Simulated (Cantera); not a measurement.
A Cantera script and its output.

```python
import numpy as np
import cantera as ct

surf = ct.Interface("ptcombust.yaml", "Pt_surf")
gas = surf.adjacent["gas"]
gas.TPX = 300, 21000, {'CH4': 0.016, 'O2': 0.18, 'N2': 0.79}
jet = ct.ImpingingJet(gas=gas, width=0.052, surface=surf)
jet.inlet.mdot, jet.inlet.T, jet.inlet.X = 0.064, 300, {'CH4': 0.016, 'O2': 0.18, 'N2': 0.79}
jet.set_refine_criteria(ratio=10, slope=0.2, curve=0.3)
show, cover = ['CH4', 'O2', 'H2O', 'OH', 'CO', 'CO2'], ["PT(S)", "H(S)", "O(S)", "OH(S)", "CO(S)", "C(S)"]

rows = []
print(f"{'Ts/K':>7s}" + "".join(f"{s:>11s}" for s in show + cover) + "   (gas at the wall, coverages)")
for i, Ts in enumerate([850, 900, 950, 1000, 1050, 1100, 1150]):
    jet.surface.T = Ts
    if i == 0:
        surf.TP = Ts, 21000
        surf.coverages = "PT(S):0.5, O(S):0.5"
        surf.advance_coverages(1.0)
        jet.set_initial_guess(products="inlet")
    jet.solve(loglevel=0, auto=(i == 0))
    rows.append([*(jet.X[gas.species_index(s), -1] for s in show), *surf[cover].coverages])
    print(f"{Ts:7g}" + "".join(f"{x:11.3e}" for x in rows[-1]))
```

Result:

```
   Ts/K        CH4         O2        H2O         OH         CO        CO2      PT(S)       H(S)       O(S)      OH(S)      CO(S)       C(S)   (gas at the wall, coverages)
    850  1.344e-02  1.766e-01  5.218e-03  4.119e-09  3.016e-06  3.410e-03  9.257e-02  1.155e-08  9.066e-01  7.994e-04  5.139e-06  1.312e-08
    900  1.063e-02  1.706e-01  1.044e-02  1.744e-08  3.386e-06  6.842e-03  1.409e-01  4.342e-08  8.580e-01  1.082e-03  4.803e-06  1.709e-08
    950  7.734e-03  1.644e-01  1.579e-02  5.567e-08  3.382e-06  1.037e-02  1.965e-01  1.213e-07  8.022e-01  1.240e-03  3.741e-06  1.790e-08
   1000  5.470e-03  1.597e-01  1.994e-02  1.537e-07  3.194e-06  1.311e-02  2.565e-01  2.741e-07  7.422e-01  1.274e-03  2.646e-06  1.653e-08
   1050  3.916e-03  1.564e-01  2.276e-02  3.740e-07  2.996e-06  1.497e-02  3.183e-01  5.351e-07  6.804e-01  1.228e-03  1.816e-06  1.445e-08
   1100  2.887e-03  1.543e-01  2.457e-02  8.200e-07  2.864e-06  1.617e-02  3.804e-01  9.437e-07  6.185e-01  1.141e-03  1.255e-06  1.244e-08
   1150  1.995e-03  1.527e-01  2.594e-02  1.730e-06  4.029e-06  1.690e-02  4.414e-01  1.553e-06  5.576e-01  1.042e-03  8.871e-07  9.737e-09
```

Detailed kinetics in Cantera: Deutschmann's 1995 Pt surface mechanism with GRI-Mech 3.0 gas chemistry. Catalytic surfaces can have several steady states; this one follows from the mechanism file's or the stated starting coverage.
